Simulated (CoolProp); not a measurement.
Vapour-liquid equilibrium of benzene (1) + o-xylene (2) at 78.55 °C; x and y are mole fractions of (1).

The numbers come from the multi-fluid Helmholtz-energy mixture model, Thol 2012 and Zhou 2012; pair parameters Bell 2016 in CoolProp.

Question: Give the bubble pressure and the first vapour's composition at x = 0.05, 0.2, 0.65. Is there an azeotrope?

Answer: x = 0.05: 0.1544 bar, y = 0.263; x = 0.2: 0.2893 bar, y = 0.673; x = 0.65: 0.7119 bar, y = 0.939. No azeotrope shows between x = 0.05 and 0.95.

The pair parameters rest on a limited set of measurements; away from them the model extrapolates. The gap from Raoult's law changes sign with composition, which may be real or a fault of the pair parameters; it wasn't checked against measurements.
